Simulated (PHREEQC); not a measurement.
Dissolve 3.2 mol LiBr and 0.42 mol K2SO4 per kg of water at 25 °C. Closed to the air; pH follows from the charge balance.

Computed with PHREEQC (Pitzer model, pitzer.dat).

```
quantity                      before    after
---------------------------  -------  -------
HSO4- (mol/kgw)              3.81e-7  2.06e-8
SI of Arcanite (K2SO4)         -0.47    -5.17
SI of Misenite (K8H6(SO4)7)   -46.86   -67.75
```

### Question
Name the change that produced these shifts.
(A) diluted 10-fold with water
(B) diluted 100-fold with water
(C) diluted 5-fold with water
(D) LiBr from 3.2 to 4.8 mol/kgw
(E) K2SO4 from 0.42 to 0.378 mol/kgw

### Answer
B, diluted 100-fold with water

No solid was allowed to form.
